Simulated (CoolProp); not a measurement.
R1132(E) along the isobar 6.15 MPa: fugacity coefficient from the reference equation and from simpler models built on Tc = 75.7 °C, pc = 5.174 MPa, ω = 0.245; each cubic takes its own stable root.

The numbers come from the reference Helmholtz-energy equation of state, Akasaka 2024 in CoolProp.

```csv
T (°C),phase,reference,van der Waals,Soave-Redlich-Kwong,Peng-Robinson
46.05,liquid,0.3717,0.4872,0.3858,0.3705
53.45,liquid,0.4201,0.5202,0.4352,[?]
60.75,liquid,[?],0.5524,0.4851,0.4661
68.15,liquid,0.5205,0.5846,[?],0.5149
75.45,liquid,0.5705,0.6154,0.5842,0.5618
82.75,supercritical,[?],0.6447,0.6284,0.6043
90.15,supercritical,0.6536,0.6714,0.6624,0.6372
97.45,supercritical,0.6805,0.6926,0.6886,0.6628
104.85,supercritical,0.7039,[?],0.7116,0.6854
112.15,supercritical,0.7243,0.7259,0.7319,0.7054
119.55,supercritical,[?],0.7401,0.7506,0.7240
126.85,supercritical,0.7598,0.7529,0.7675,[?]
```

Problem. Fill in the missing entries.

Solution. 
- 53.45, Peng-Robinson: 0.4181
- 60.75, reference: 0.4695
- 68.15, Soave-Redlich-Kwong: 0.5358
- 82.75, reference: 0.6176
- 104.85, van der Waals: 0.7104
- 119.55, reference: 0.7430
- 126.85, Peng-Robinson: 0.7408
